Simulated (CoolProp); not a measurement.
A simple Rankine cycle with water: condensing at 292.15 K, boiler at 0.736 MPa, turbine inlet 455.1 K, turbine efficiency 0.8, pump efficiency 0.8, no recuperator. Each further row changes one setting.

Values from CoolProp's reference Helmholtz-energy equation of state, Wagner 2002.

```tsv
case	thermal efficiency (%)	net work (kJ/kg)	heat in (kJ/kg)	turbine exit temperature (K)	volume ratio over the turbine
as stated	24.2	660	2720	292.1	189
turbine inlet 475.1 K	24.3	673	2770	292.1	183
condensing temperature 284.15 K	25.5	702	2750	284.1	305
boiler pressure 0.515 MPa	22.9	627	2740	292.1	133
turbine efficiency 0.7	21.2	577	2720	292.1	197
```

The expansion ends wet for: as stated; turbine inlet 475.1 K; condensing temperature 284.15 K; boiler pressure 0.515 MPa; turbine efficiency 0.7.
